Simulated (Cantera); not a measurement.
A diamond (100) surface in a fixed gas of H2 with x(CH4) = 0.0056, x(CH3) = 0.0001, at 1400 K, 36.8 Torr; coverages are run to steady state.

Model: the Harris–Goodwin 1993 mechanism for the reconstructed diamond (100) surface, integrated in Cantera.

One state of this run: growth (µm/h) = 1.22; θ c6HH = 0.333; θ c6H* = 0.0597; θ c6*H = 0.545; θ c6** = 0.0622. θ: site fractions in the mechanism's names (c6HH fully hydrogenated, c6H* and c6*H radical sites, c6** diradical, c6HM methylated).

Question: Which value of x(H) does it belong to?
A) 0.00022
B) 0.01
C) 0.001
D) 0.0022

Answer: B, 0.01
